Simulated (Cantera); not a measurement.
Gas mixture: O2 : H2O : N2O = 0.21 : 0.35 : 0.89 (molar parts), at 0.100 bar, frozen composition.

Cantera's kinetic-theory transport with the Lennard-Jones parameters of GRI-Mech 3.0, ideal gas; thermal conductivity in the mixture-averaged form. Polar gases are described roughly by these parameters. The composition is frozen, though it would react at the higher temperatures.

D: mixture-averaged diffusion coefficient of that species in the mixture.

| T (K) | ρ (kg/m³) | cp (J/kg/K) | μ (µPa s) | λ (mW/m/K) | Pr | D (cm²/s) NO | D (cm²/s) H2 | D (cm²/s) CH4 |
|---|---|---|---|---|---|---|---|---|
| 400 | 0.108 | 1079 | 19.3 | 29.1 | 0.717 | 2.96 | 12.0 | 3.27 |
| 600 | 0.0722 | 1199 | … | … | 0.714 | … | … | … |
| 800 | 0.0541 | 1290 | 34.4 | 62.5 | 0.710 | 9.96 | 39.0 | 11.2 |
| 1000 | 0.0433 | 1359 | 40.8 | 78.5 | 0.705 | 14.6 | 56.7 | 16.5 |
| 1200 | 0.0361 | 1409 | … | … | 0.699 | … | … | … |
| 1400 | 0.0309 | 1452 | 52.1 | 109 | 0.695 | 25.6 | 99.3 | 29.1 |
| 1600 | 0.0271 | 1488 | 57.2 | 123 | 0.692 | 32.1 | 124 | 36.4 |

Problem. Some entries are withheld; supply them.

Solution. 
- 600, μ (µPa s): 27.3
- 600, λ (mW/m/K): 45.9
- 600, D (cm²/s) NO: 6.07
- 600, D (cm²/s) H2: 24.0
- 600, D (cm²/s) CH4: 6.78
- 1200, μ (µPa s): 46.6
- 1200, λ (mW/m/K): 94.0
- 1200, D (cm²/s) NO: 19.8
- 1200, D (cm²/s) H2: 76.9
- 1200, D (cm²/s) CH4: 22.4
